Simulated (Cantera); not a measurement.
Mixture: CH₄ : CO : O₂ : N₂ = 1 : 0.69 : 1.23 : 4.64 (molar parts), equivalence ratio 1.9, at 0.543 atm, adiabatic and at constant volume. Ignition delay is the time to a rise of 400 K.

Cantera simulation using GRI-Mech 3.0 (53 species, 325 reactions); the numbers are that mechanism's predictions, not measurements.

At T0 = 1250 K, what is the delay, and which 8 reactions control it most (d ln τ / d ln k, from doubling and halving each rate constant)?

The delay is 68.0 ms.
| reaction | d ln τ / d ln k | faster rate |
|---|---|---|
| 2 CH3 (+M) <=> C2H6 (+M) | 0.63 | lengthens it |
| CH3 + O2 <=> CH2O + OH | -0.49 | shortens it |
| CH3 + O2 <=> CH3O + O | -0.43 | shortens it |
| H + O2 <=> O + OH | -0.28 | shortens it |
| CH2O + O2 <=> HCO + HO2 | -0.27 | shortens it |
| CH3 + HO2 <=> CH3O + OH | -0.25 | shortens it |
| CO + HO2 <=> CO2 + OH | 0.23 | lengthens it |
| CH4 + H <=> CH3 + H2 | 0.23 | lengthens it |
